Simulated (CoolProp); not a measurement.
Vapour-liquid equilibrium of CHF3 (R23) (1) + R125 (2) at 226.8 K; x and y are mole fractions of (1).

The numbers come from the multi-fluid Helmholtz-energy mixture model, Penoncello 2003 and Lemmon 2005; pair parameters Bell 2016 in CoolProp.

```
x      bubble pressure (bar)  y at the bubble point  dew pressure at overall composition x (bar)  liquid density (mol/L)
-----  ---------------------  ---------------------  -------------------------------------------  ----------------------
0.05                   1.304             (withheld)                                        1.149              (withheld)
0.125                  1.617                  0.390                                        1.228                   13.12
0.2                    1.939                  0.529                                        1.317                   13.48
0.275                  2.268                  0.631                                        1.421                   13.85
0.35                   2.600                  0.707                                        1.543                   14.24
0.425                  2.935                  0.767                                        1.687                   14.65
0.5                    3.270             (withheld)                                        1.861                   15.07
0.575                  3.605                  0.855                                        2.075                   15.52
0.65                   3.940                  0.889                                        2.344                   15.99
0.725                  4.276                  0.917                                        2.691                   16.48
0.8                    4.614                  0.943                                        3.155                   17.01
0.875                  4.957                  0.966                                        3.797                   17.56
0.95                   5.306                  0.987                                        4.716                   18.14
```

Task: Complete the blanks.

Result: 
- 0.05, y at the bubble point: 0.189
- 0.05, liquid density (mol/L): 12.78
- 0.5, y at the bubble point: 0.815

No azeotrope shows between x = 0.05 and 0.95.

Pair parameters are fitted to limited data, so mixtures are less certain than the pure fluids.
